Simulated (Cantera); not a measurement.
Ignition delay

Mixture: 13.3 % CH4, 16.6 % O2, 62.4 % N2, 7.70 % CO2, equivalence ratio 1.6, at 0.454 atm, adiabatic and at constant volume. Ignition delay is the time to a rise of 400 K.

Computed with Cantera and GRI-Mech 3.0 (53 species, 325 reactions).

```json
[
 {"T0 (K)": "1100", "delay (ms)": "587"},
 {"T0 (K)": "1150", "delay (ms)": "262"},
 {"T0 (K)": "1200", "delay (ms)": "122"},
 {"T0 (K)": "1250", "delay (ms)": "59.3"},
 {"T0 (K)": "1300", "delay (ms)": "29.8"},
 {"T0 (K)": "1350", "delay (ms)": "15.5"},
 {"T0 (K)": "1400", "delay (ms)": "8.33"},
 {"T0 (K)": "1450", "delay (ms)": "4.66"},
 {"T0 (K)": "1500", "delay (ms)": "2.72"}
]
```

| Property | Result |
|---|---|
| apparent activation energy between 1400 and 1500 K | 200 kJ/mol |
